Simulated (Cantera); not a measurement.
Charge: 1 mol MgO, 0.51 mol F₂, 0.37 mol N₂, held at 0.100 bar.

Equilibrium computed with Cantera from the NASA thermochemical tables; the gas is ideal and each condensed phase is pure. Candidate condensed phases: Mg, MgF₂, MgO; 24 gas species. Mutual solubility and eutectic melting of coexisting phases are not modelled. Rates play no part.

x: gas mole fraction; n: condensed amount in mol.

| T (K) | x N₂ | x O₂ | x MgF₂ | x NO | x O | x NO₂ | n MgF₂(s) | n MgO(s) | n MgF₂(l) |
|---|---|---|---|---|---|---|---|---|---|
| 1148 | 0.592 | 0.408 | 5.40e-8 | … | 1.60e-8 | 1.51e-6 | 0.510 | 0.490 | 0 |
| 1198 | 0.592 | 0.408 | 2.83e-7 | … | 4.85e-8 | 1.76e-6 | 0.510 | 0.490 | 0 |
| 1248 | 0.592 | 0.408 | 1.29e-6 | … | 1.34e-7 | 2.01e-6 | 0.510 | 0.490 | 0 |
| 1298 | 0.592 | 0.408 | 5.23e-6 | … | 3.45e-7 | 2.28e-6 | 0.510 | 0.490 | 0 |
| 1348 | 0.592 | 0.408 | 1.90e-5 | … | 8.24e-7 | 2.56e-6 | 0.510 | 0.490 | 0 |
| 1398 | 0.592 | 0.408 | 6.27e-5 | … | 1.85e-6 | 2.86e-6 | 0.510 | 0.490 | 0 |
| 1448 | 0.591 | 0.407 | 0.000190 | … | 3.94e-6 | 3.16e-6 | 0.510 | 0.490 | 0 |
| 1498 | 0.591 | 0.407 | 0.000531 | … | 7.96e-6 | 3.48e-6 | 0.510 | 0.490 | 0 |
| 1548 | 0.590 | 0.407 | 0.00134 | … | 1.54e-5 | 3.80e-6 | 0 | 0.490 | 0.509 |
| 1598 | 0.589 | 0.406 | 0.00284 | … | 2.85e-5 | 4.12e-6 | 0 | 0.490 | 0.508 |
| 1648 | 0.587 | 0.404 | 0.00573 | … | 5.09e-5 | 4.44e-6 | 0 | 0.490 | 0.506 |

**Question.** Some entries are withheld; supply them.

**Answer.** 
- 1148, x NO: 0.000156
- 1198, x NO: 0.000233
- 1248, x NO: 0.000336
- 1298, x NO: 0.000472
- 1348, x NO: 0.000646
- 1398, x NO: 0.000865
- 1448, x NO: 0.00113
- 1498, x NO: 0.00146
- 1548, x NO: 0.00185
- 1598, x NO: 0.00231
- 1648, x NO: 0.00283
